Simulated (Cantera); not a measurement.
A closed system holds: 1 mol PbO, 2.2 mol H2, equilibrated at 100 Torr.

These are equilibrium values from Cantera (NASA tables, ideal gas, pure condensed phases), not measurements of a reactor. Candidate condensed phases: H2O, Pb, PbO, PbO2, Pb3O4; 12 gas species. The numbers say what is thermodynamically allowed, not how fast it happens.

**Question.** Which condensed phases are stable at each of these points (T (°C)): 500, 600, 700, 800, 900, 1000, 1100, 1200, 1300, 1400?

**Answer.** 
```json
[
 {"T (°C)": "500", "condensed phases": "Pb(l)", "Pb condensed (%)": "100.0"},
 {"T (°C)": "600", "condensed phases": "Pb(l)", "Pb condensed (%)": "100.0"},
 {"T (°C)": "700", "condensed phases": "Pb(l)", "Pb condensed (%)": "100.0"},
 {"T (°C)": "800", "condensed phases": "Pb(l)", "Pb condensed (%)": "99.9"},
 {"T (°C)": "900", "condensed phases": "Pb(l)", "Pb condensed (%)": "99.3"},
 {"T (°C)": "1000", "condensed phases": "Pb(l)", "Pb condensed (%)": "96.9"},
 {"T (°C)": "1100", "condensed phases": "Pb(l)", "Pb condensed (%)": "88.9"},
 {"T (°C)": "1200", "condensed phases": "Pb(l)", "Pb condensed (%)": "63.8"},
 {"T (°C)": "1300", "condensed phases": "gas only", "Pb condensed (%)": "0.0"},
 {"T (°C)": "1400", "condensed phases": "gas only", "Pb condensed (%)": "0.0"}
]
```

From 500 °C to 1200 °C the condensed part is Pb(l). From 1300 °C to 1400 °C nothing is condensed.
